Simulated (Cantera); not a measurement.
# Tantalum, niobium, vanadium and zirconium in process gases: Zr + N₂O + N₂

A closed system holds: 1 mol Zr, 0.68 mol N₂O, 1.4 mol N₂, held at 0.0450 bar.

Method: chemical equilibrium by Gibbs-energy minimisation in Cantera with the NASA 1993 tables (ideal gas, pure condensed phases). Candidate condensed phases: Zr, ZrN, ZrO₂; 13 gas species. Mutual solubility and eutectic melting of coexisting phases are not modelled. ZrN: taken at fixed stoichiometry. Condensed phases not in the tables: solid solutions among these carbides, nitrides and lower oxides. Rates play no part.

```json
[
 {"T (K)": "1150", "x N₂": "1.00", "n ZrN(s)": "0.660", "n ZrO₂(monoclinic)": "0.340", "n ZrO₂(tetragonal)": "0"},
 {"T (K)": "1250", "x N₂": "1.00", "n ZrN(s)": "0.660", "n ZrO₂(monoclinic)": "0.340", "n ZrO₂(tetragonal)": "0"},
 {"T (K)": "1350", "x N₂": "1.00", "n ZrN(s)": "0.660", "n ZrO₂(monoclinic)": "0.340", "n ZrO₂(tetragonal)": "0"},
 {"T (K)": "1450", "x N₂": "1.00", "n ZrN(s)": "0.660", "n ZrO₂(monoclinic)": "0.340", "n ZrO₂(tetragonal)": "0"},
 {"T (K)": "1550", "x N₂": "1.00", "n ZrN(s)": "0.660", "n ZrO₂(monoclinic)": "0", "n ZrO₂(tetragonal)": "0.340"},
 {"T (K)": "1650", "x N₂": "1.00", "n ZrN(s)": "0.660", "n ZrO₂(monoclinic)": "0", "n ZrO₂(tetragonal)": "0.340"},
 {"T (K)": "1750", "x N₂": "1.00", "n ZrN(s)": "0.660", "n ZrO₂(monoclinic)": "0", "n ZrO₂(tetragonal)": "0.340"}
]
```
x: gas mole fraction; n: condensed amount in mol.

From 1150 K to 1450 K the condensed part is ZrN(s) + ZrO₂(monoclinic). From 1550 K to 1750 K the condensed part is ZrN(s) + ZrO₂(tetragonal).
